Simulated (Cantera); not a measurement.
Cantera run:

```python
import numpy as np
import cantera as ct

gas_names = """
    Cr CrN CrO CrO2 CrO3 H HNO HNO2 HNO3 HO2 H2 H2O H2O2 N NH NH2 NH3 NH2OH NO NO2 NO3 N2 N2H2 N2H4 N2O
    O OH O2 O3
""".split()
cond_names = """
    Cr(cr) Cr(L) CrN(s) Cr2N(s) Cr2O3(s) Cr2O3(L) H2O(s) H2O(L)
""".split()


# ... load() reads the species with a 1 bar reference pressure and builds the phases ...
atoms = {
    'Cr2O3': {'Cr': 2, 'O': 3},
    'H2': {'H': 2},
    'N2': {'N': 2},
}
top_T = {'CrN(s)': 1900, 'Cr2N(s)': 1900}  # K; cautious upper limits of use, not melting points


# ... equilibrate(T, P, feed) seeds the gas with the atoms and calls Mixture.equilibrate('TP', solver="vcs", rtol=1e-11, max_steps=5000) ...
results = []
T = 1498.15  # K
P = 100000  # Pa
for m in [0.43, 0.67, 1.1, 1.7, 2.6, 4.1, 6.4, 10, 16, 25, 39, 62]:
    feed = {'Cr2O3': 1, 'H2': 180, 'N2': m}  # mol
    mix = equilibrate(T, P, feed)
    results.append((T, P, feed, dict(zip(mix.species_names, mix.species_moles))))

top = {s: max(r[3][s] / sum(r[3][g] for g in gas_names) for r in results) for s in gas_names}
cols = sorted((s for s in top if top[s] > 0.0001), key=lambda s: -top[s])[:5]
seen = [c for c in cond_names if any(r[3].get(c, 0) > 1e-12 for r in results)]
print("log10 of partial pressures in bar; condensed amounts in mol")
print(f"{'n(N2)':>10s}" + "".join(f"{s[:9]:>10s}" for s in cols + seen))
for T, P, feed, n in results:
    ng = sum(n[g] for g in gas_names)
    print(f"{feed['N2']:10.4g}" + "".join(f"{np.log10(max(n[s] / ng * P / 1e5, 1e-99)):10.3f}" for s in cols)
          + "".join(f"{n.get(c, 0):10.4g}" for c in seen))
```

It prints:

```
log10 of partial pressures in bar; condensed amounts in mol
     n(N2)        H2        N2       H2O    Cr(cr)   Cr2N(s)  Cr2O3(s)
      0.43    -0.002    -2.623    -2.913    0.1468         0    0.9266
      0.67    -0.002    -2.431    -2.914    0.1468         0    0.9266
       1.1    -0.003    -2.217    -2.915    0.1468         0    0.9266
       1.7    -0.005    -2.029    -2.916    0.1468         0    0.9266
       2.6    -0.007    -1.847    -2.919    0.1468         0    0.9266
       4.1    -0.010    -1.652    -2.922    0.1468         0    0.9266
       6.4    -0.016    -1.464    -2.927    0.1467         0    0.9266
        10    -0.024    -1.280    -2.931         0   0.07426    0.9257
        16    -0.037    -1.089    -2.912         0   0.07991      0.92
        25    -0.057    -0.914    -2.903         0   0.08545    0.9145
        39    -0.086    -0.750    -2.904         0   0.09102    0.9089
        62    -0.129    -0.592    -2.921         0   0.09671    0.9033
```

Method: chemical equilibrium by Gibbs-energy minimisation in Cantera with the NASA 1993 tables (ideal gas, pure condensed phases). Mutual solubility and eutectic melting of coexisting phases are not modelled.
